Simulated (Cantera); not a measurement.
Cantera with NASA thermochemical tables; ideal gases at 1 bar, condensed phases pure. Values are per mole of reaction as written; species without (g) are pure solids or liquids, kept so even where they would boil at 1 bar.

4 NH₃(g) + P₄O₁₀ ⇌ 4 NO₂(g) + 4 PH₃(g) + 2 O(g)

| T (K) | ΔH° (kJ) | ΔS° (J/K) | ΔG° (kJ) | log10 K |
|---|---|---|---|---|
| 300 | 3850.6 | 1124.0 | 3513.3 | -611.72 |
| 473 | 3843.9 | 1107.4 | 3320.1 | -366.64 |
| 523 | … | … | … | … |
| 573 | 3836.9 | 1094.0 | 3210.1 | -292.62 |
| 623 | … | … | … | … |
| 673 | 3827.9 | 1079.6 | 3101.4 | -240.71 |

Task: Fill in the missing entries.

Result: 
- 523, ΔH° (kJ): 3840.7
- 523, ΔS° (J/K): 1100.9
- 523, ΔG° (kJ): 3264.9
- 523, log10 K: -326.08
- 623, ΔH° (kJ): 3832.7
- 623, ΔS° (J/K): 1086.9
- 623, ΔG° (kJ): 3155.5
- 623, log10 K: -264.57
